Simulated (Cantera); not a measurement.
Input (Python, Cantera):

```python
import numpy as np
import cantera as ct

gas = ct.Solution("h2o2.yaml")
gas.TPX = 398, 13332, {'H2': 1, 'O2': 0.263, 'N2': 0.989, 'H2O': 0.08}
flame = ct.FreeFlame(gas, width=0.16)
flame.set_refine_criteria(ratio=3, slope=0.08, curve=0.16)
flame.transport_model = "mixture-averaged"
flame.solve(loglevel=0, auto=True)
z, T = flame.grid, flame.T
thick = (T[-1] - T[0]) / np.gradient(T, z).max()
show = ['H2', 'O2', 'H2O', 'H', 'H2O2', 'HO2']
print(f"laminar burning velocity  {flame.velocity[0] * 100:.3f} cm/s")
print(f"burnt temperature         {T[-1]:.1f} K")
print(f"thermal thickness         {thick * 1e3:.4f} mm")
print(f"grid points               {len(z)}")
z0 = z[flame.heat_release_rate.argmax()]
print(f"{'z/mm':>9s}{'T/K':>9s}{'u/(m/s)':>9s}" + "".join(f"{s:>11s}" for s in show))
rows = []
for k in (-3, -2, -1.5, -1, -0.5, -0.25, 0, 0.25, 0.5, 1, 2, 4, 8):
    zz = z0 + k * thick
    rows.append([k * thick, np.interp(zz, z, T), np.interp(zz, z, flame.velocity),
                 *(np.interp(zz, z, flame.X[gas.species_index(s)]) for s in show)])
    print(f"{rows[-1][0] * 1e3:9.3f}{rows[-1][1]:9.1f}{rows[-1][2]:9.3f}" + "".join(f"{x:11.3e}" for x in rows[-1][3:]))
```

Result:

```
laminar burning velocity  352.433 cm/s
burnt temperature         2077.7 K
thermal thickness         5.2677 mm
grid points               141
     z/mm      T/K  u/(m/s)         H2         O2        H2O          H       H2O2        HO2
  -15.803    398.0    3.524  4.288e-01  1.128e-01  3.431e-02  2.981e-18 -1.187e-16  4.806e-15
  -10.535    398.0    3.524  4.288e-01  1.128e-01  3.431e-02  6.249e-16  1.326e-15  6.715e-13
   -7.902    398.0    3.524  4.288e-01  1.128e-01  3.431e-02  9.337e-14  7.695e-14  3.447e-11
   -5.268    398.0    3.524  4.288e-01  1.128e-01  3.431e-02  3.848e-10  3.920e-11  1.438e-08
   -2.634    407.0    3.596  4.272e-01  1.129e-01  3.468e-02  6.207e-05  3.192e-06  8.563e-05
   -1.317    625.5    5.420  3.976e-01  1.071e-01  5.262e-02  8.377e-03  9.512e-06  5.100e-05
    0.000   1032.2    8.693  2.818e-01  6.862e-02  1.385e-01  6.213e-02  2.453e-07  1.483e-05
    1.317   1281.9   10.717  1.804e-01  1.143e-02  2.481e-01  1.053e-01  2.055e-07  2.251e-06
    2.634   1375.4   11.441  1.691e-01  2.083e-03  2.679e-01  1.046e-01  1.679e-07  3.804e-07
    5.268   1473.1   12.171  1.758e-01  1.222e-03  2.710e-01  9.211e-02  1.564e-07  2.013e-07
   10.535   1584.2   12.982  1.852e-01  9.826e-04  2.734e-01  7.650e-02  1.188e-07  1.472e-07
   21.071   1700.2   13.808  1.947e-01  6.956e-04  2.767e-01  6.006e-02  7.235e-08  9.905e-08
   42.141   1809.5   14.567  2.035e-01  4.252e-04  2.804e-01  4.445e-02  3.836e-08  6.160e-08
```

Cantera simulation using the H2/O2 subset of GRI-Mech 3.0, which has no nitrogen chemistry; the numbers are that mechanism's predictions, not measurements. Burning velocities carry a grid error of a few per cent, more on coarse grids.
